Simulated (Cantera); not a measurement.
A Cantera script and its output.

```python
import numpy as np
import cantera as ct

gas = ct.Solution("gri30.yaml")


def delay(T, t_max=10):
    gas.TPX = T, 101325, {'CO': 1, 'H2': 0.43, 'CH4': 0.062, 'O2': 0.856, 'N2': 3.22, 'H2O': 0.16}
    reactor = ct.IdealGasReactor(gas, clone=False)
    net = ct.ReactorNet([reactor])
    net.rtol, net.atol = 1e-8, 1e-16
    while net.time < t_max:
        t_old, T_old = net.time, reactor.T
        net.step()
        if reactor.T > T + 400:  # ignition: a rise of 400 K
            return t_old + (T + 400 - T_old) / (reactor.T - T_old) * (net.time - t_old)
    return np.nan


taus = []
for T in [1300, 1400, 1500, 1600, 1700, 1800, 1900, 2000, 2100, 2200]:
    taus.append(delay(T))
    print(f"T0 = {T:6g} K   tau = {taus[-1]:.4e} s")
```

Result:

```
T0 =   1300 K   tau = 5.2644e-05 s
T0 =   1400 K   tau = 3.6318e-05 s
T0 =   1500 K   tau = 2.7692e-05 s
T0 =   1600 K   tau = 2.2816e-05 s
T0 =   1700 K   tau = 2.0085e-05 s
T0 =   1800 K   tau = 1.8808e-05 s
T0 =   1900 K   tau = 1.8719e-05 s
T0 =   2000 K   tau = 1.9712e-05 s
T0 =   2100 K   tau = 2.1690e-05 s
T0 =   2200 K   tau = 2.4608e-05 s
```

Cantera simulation using GRI-Mech 3.0 (53 species, 325 reactions); the numbers are that mechanism's predictions, not measurements. Where the delays flatten at high temperature, the 400 K rule measures the pace of heat release, not the induction time.
